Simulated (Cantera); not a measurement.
Feed: 1 mol B, 1.4 mol O₂, equilibrated at 8.40 mbar.

These are equilibrium values from Cantera (NASA tables, ideal gas, pure condensed phases), not measurements of a reactor. Candidate condensed phases: B, B₂O₃; 10 gas species. Equilibrium is a limit: real reactors are often held back by kinetics, nucleation or transport.

**Question.** At 1425 °C, list the 4 most abundant gas species with their mole fractions, and the condensed phases.

**Answer.** O₂ 0.901, B₂O₃ 0.0902, BO₂ 0.00808, O 0.000453. Condensed: B₂O₃(l).
